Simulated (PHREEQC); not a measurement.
**Brine**

Consider water at 25 °C with 0.69 mol/kgw HCl, 0.39 mol/kgw K2SO4 and 0.00099 mol/kgw H4SiO4. Closed to the air; pH follows from the charge balance.

All values are PHREEQC results (Pitzer model, pitzer.dat), not measurements.

Each row changes one thing in this solution. This is a speciation only: nothing precipitates in the calculation.

| case | pH | ionic strength (mol/kgw) | HSO4- (mol/kgw) | SO4-2 (mol/kgw) | SI of Arcanite (K2SO4) | SI of Sylvite (KCl) |
|---|---|---|---|---|---|---|
| as made | 0.45 | 1.29 | 0.286 | 0.104 | -1.07 | -1.61 |
| diluted 10-fold with water | 1.44 | 0.144 | 0.0211 | 0.0179 | -2.94 | -3.43 |
| HCl from 0.69 to 0.138 mol/kgw | 1.67 | 1.11 | 0.0981 | 0.292 | -0.50 | -2.38 |
| diluted 5-fold with water | 1.17 | 0.277 | 0.0474 | 0.0306 | -2.34 | -2.89 |
| temperature from 25 to 15 °C | 0.42 | 1.33 | 0.265 | 0.125 | -0.86 | -1.50 |
| H4SiO4 left out | 0.45 | 1.29 | 0.286 | 0.104 | -1.07 | -1.61 |

In brines, pH and single-ion activities rest on the MacInnes convention.
